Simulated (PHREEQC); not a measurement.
A solution holds 0.2 mol ZnSO4 and 0.29 mol H3BO3 per kg of water, at 61 °C. Closed to the air; pH follows from the charge balance.

Computed with PHREEQC (ion-association model, phreeqc.dat).

**Question.** The ionic strength comes out as 0.376 mol/kgw. What activity coefficients do HSO4-, ZnOH+, H2BO3-, Zn(SO4)2-2, H+ get?

**Answer.** HSO4- 0.71, ZnOH+ 0.71, H2BO3- 0.71, Zn(SO4)2-2 0.26, H+ 0.76.

This is a speciation only: nothing precipitates in the calculation. Species that the database lacks are ignored. Away from 25 °C the constants follow the database's enthalpies or fits; those with neither stay at their 25 °C values.
